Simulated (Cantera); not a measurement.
# NO annealing gas

An isothermal, constant-pressure homogeneous reactor starts with 53.5 % NO, 46.5 % N2, at 1700 K and 13300 Pa.

Detailed kinetics in Cantera: GRI-Mech 3.0 (53 species, 325 reactions).

```
t (s)       x NO      x O2      x O   x N2     x N2O
--------  ------  --------  -------  -----  --------
0.000300   0.535   2.71e-9  8.42e-7  0.465   1.02e-6
0.00133    0.535   4.54e-8  2.21e-6  0.465   4.45e-6
0.00591    0.535   9.27e-7  3.98e-6  0.465   1.84e-5
0.0262     0.535   2.67e-5  8.03e-6  0.465   6.07e-5
0.116      0.534  0.000314  1.03e-5  0.466  0.000104
0.516      0.531   0.00173  1.14e-5  0.467  0.000105
2.29       0.519   0.00794  1.51e-5  0.473   9.90e-5
10.2       0.468    0.0332  2.49e-5  0.499   7.86e-5
45.1       0.314     0.110  4.20e-5  0.576   3.40e-5
200       0.0983     0.218  5.78e-5  0.683   3.26e-6
```
x: mole fraction; the columns are a selection and need not sum to one.

Equilibrium at this temperature and pressure: NO 0.00316, O2 0.266, O 6.35e-5, N2 0.731, N2O 6.49e-8 (gas phase only).
